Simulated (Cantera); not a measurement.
**SiF4 + N2 (silicon nitride deposition)**

A closed system holds: 1 mol SiF4, 1.2 mol N2, held at 1248.15 K and 0.530 bar.

Method: chemical equilibrium by Gibbs-energy minimisation in Cantera with the NASA 1993 tables (ideal gas, pure condensed phases). Candidate condensed phases: Si, Si3N4; 16 gas species. The numbers say what is thermodynamically allowed, not how fast it happens.

The x(N2) is 0.545. The x(SiF4) is 0.455, the gas amount is 2.200 mol and the log10 activity of Si(s) (absent) is -25.88.
